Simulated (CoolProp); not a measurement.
A Linde-Hampson liquefier for ethylene: isothermal reversible compression at 320 K from 1 atm to 25 MPa, throttling to 1 atm, return gas leaving the recuperator 5 K below the feed. Each further row changes one setting.

Computed with CoolProp (reference Helmholtz-energy equation of state, Smukala 2000).

```csv
case,liquid yield per pass,compression work (kJ/kg of gas)
as stated,[?],432
high pressure 50 MPa,0.414,491
warm-end temperature 350 K,0.341,[?]
warm-end gap 10 K,[?],432
```

Problem. Complete the blanks.

Solution. 
- as stated, liquid yield per pass: 0.419
- warm-end temperature 350 K, compression work (kJ/kg of gas): 498
- warm-end gap 10 K, liquid yield per pass: 0.412
